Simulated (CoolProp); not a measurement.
Saturation properties of oxygen (Tc = -118.6 °C, pc = 5.046 MPa, ω = 0.022).

Values from CoolProp's reference Helmholtz-energy equation of state, Schmidt 1985.

```csv
T (°C),p (MPa),liquid density (kg/m³),enthalpy of vaporisation (kJ/kg)
-195.25,0.02247,1200,224.1
-191.55,0.03725,1183,220.9
-187.85,0.05889,1165,217.7
-184.25,0.08837,1148,214.3
-180.55,0.1295,1129,210.7
-176.85,0.1839,1110,206.8
-173.25,0.2519,1091,202.7
-169.55,0.3399,1072,198.3
-165.85,0.4489,1051,193.4
-162.15,0.5818,1030,188.2
-158.55,0.7367,1008,182.8
-154.85,0.9250,984.9,176.7
-151.15,1.146,960.5,170.0
-147.45,1.402,934.7,162.6
-143.85,1.689,907.9,154.8
```

It boils at -183.0 °C under 1 atm.
